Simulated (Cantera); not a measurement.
## Hydrocarbon pyrolysis for carbon deposition

A perfectly stirred reactor is fed with CH4 : N2 = 1.3 : 55 (molar parts), at 0.000987 atm; it is held at 1823 K, and followed from long to short residence time.

Detailed kinetics in Cantera: GRI-Mech 3.0 (53 species, 325 reactions). GRI-Mech 3.0 stops at C3 and has no aromatics, soot or wall deposition, so with more carbon than oxygen in the feed, carbon stays in small species such as C2H2 where larger ones or solid carbon would form. Radical loss at walls, strong at low pressure, is not modelled.

```tsv
τ (s)	x CH4	x C2H4	x H2	x HCN	x C2H2
0.46	0.0190	0.000405	0.00485	1.83e-7	0.00121
0.27	0.0212	0.000230	0.00187	3.09e-8	0.000366
0.16	0.0223	8.46e-5	0.000610	4.63e-9	7.53e-5
0.095	0.0227	2.39e-5	0.000218	8.42e-10	1.22e-5
0.056	0.0229	5.77e-6	9.61e-5	1.88e-10	1.72e-6
0.033	0.0230	1.29e-6	4.98e-5	4.61e-11	2.25e-7
0.020	0.0230	2.98e-7	2.84e-5	1.24e-11	3.14e-8
0.012	0.0231	6.40e-8	1.63e-5	3.44e-12	4.04e-9
0.0068	0.0231	1.11e-8	8.65e-6	<1e-12	3.95e-10
0.0040	0.0231	2.04e-9	4.65e-6	<1e-12	4.27e-11
```
x: mole fraction; the columns are a selection and need not sum to one.
